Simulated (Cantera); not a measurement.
Input (Python, Cantera) and output of one run.

```python
import numpy as np
import cantera as ct

gas_names = [...]  # 113 gases of nasa_gas.yaml made of C, F, H, Si
cond_names = """
    C(gr) C6H6(L) C7H8(L) C8H18(L),n-octa Si(cr) Si(L) SiC(b)
""".split()


# ... load() reads the species with a 1 bar reference pressure and builds the phases ...
atoms = {
    'SiF4': {'Si': 1, 'F': 4},
    'CH4': {'C': 1, 'H': 4},
    'H2': {'H': 2},
}
top_T = {'C(gr)': 4500, 'SiC(b)': 3050}  # K; cautious upper limits of use, not melting points


# ... equilibrate(T, P, feed) seeds the gas with the atoms and calls Mixture.equilibrate('TP', solver="vcs", rtol=1e-11, max_steps=5000) ...
results = []
feed = {'SiF4': 1, 'CH4': 0.015, 'H2': 190}  # mol
T = 948.15  # K
P = 9900  # Pa
mix = equilibrate(T, P, feed)
results.append((T, P, feed, dict(zip(mix.species_names, mix.species_moles))))
x = sorted(zip(gas.X, gas.species_names), reverse=True)
print(f"T = {T:g} K  P = {P:g} Pa  gas = {mix.phase_moles(0):.4g} mol")
print("   x: " + "  ".join(f"{s} {v:.3e}" for v, s in x if v > 1e-06))
print("   condensed (mol): " + ("  ".join(f"{mix.phase(i).name} {mix.phase_moles(i):.4g}"
      for i in range(1, mix.n_phases) if mix.phase_moles(i) > 1e-12) or "none"))
```

Output:

```
T = 948.15 K  P = 9900 Pa  gas = 191 mol
   x: H2 9.946e-01  SiF4 5.168e-03  CH4 7.853e-05  HF 6.804e-05  SiHF3 6.650e-05
   condensed (mol): none
```

Cantera equilibrium calculation (NASA polynomials, part measured and part estimated; ideal gas, pure solids and liquids).
